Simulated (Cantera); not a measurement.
A closed system holds: 1 mol CaF₂, 0.1 mol H₂O, 57 mol H₂, equilibrated at 1973.15 K and 2.40 mbar.

Cantera equilibrium calculation (NASA polynomials, part measured and part estimated; ideal gas, pure solids and liquids). Candidate condensed phases: Ca, CaF₂, CaO, Ca(OH)₂, H₂O; 29 gas species. Kinetics and transport are ignored.

Base state: H₂ 0.938, H 0.0267, HF 0.0163, CaF₂ 0.00645, Ca 0.00592, CaF 0.00446, H₂O 0.00166, CaOH 1.98e-5 (mole fractions); condensed: gas only.

**Question.** What changes in the equilibrium state with this change: temperature from 1973.15 K to 1175 K?

**Answer.** 
```json
[
 {"species": "H₂", "before": "0.938", "after": "0.998"},
 {"species": "H₂O", "before": "0.00166", "after": "0.00146"},
 {"species": "HF", "before": "0.0163", "after": "0.000580"},
 {"species": "H", "before": "0.0267", "after": "2.50e-6"},
 {"species": "CaF₂", "before": "0.00645", "after": "1.00e-7"},
 {"species": "Ca", "before": "0.00592", "after": "<1e-9"},
 {"species": "CaF", "before": "0.00446", "after": "<1e-9"},
 {"species": "CaOH", "before": "1.98e-5", "after": "<1e-9"},
 {"species": "CaF₂(s), mol", "before": "0", "after": "0.983"},
 {"species": "CaO(s), mol", "before": "0", "after": "0.0166"}
]
```
Mutual solubility and eutectic melting of coexisting phases are not modelled.

**Question.** What changes in the equilibrium state with this change: temperature from 1973.15 K to 1123 K?

**Answer.** 
| species | before | after |
|---|---|---|
| H₂ | 0.938 | 0.998 |
| H₂O | 0.00166 | 0.00159 |
| HF | 0.0163 | 0.000313 |
| H | 0.0267 | 8.68e-7 |
| CaF₂ | 0.00645 | 1.38e-8 |
| Ca | 0.00592 | <1e-9 |
| CaF | 0.00446 | <1e-9 |
| CaOH | 1.98e-5 | <1e-9 |
| CaF₂(s), mol | 0 | 0.991 |
| CaO(s), mol | 0 | 0.00893 |
Mutual solubility and eutectic melting of coexisting phases are not modelled.
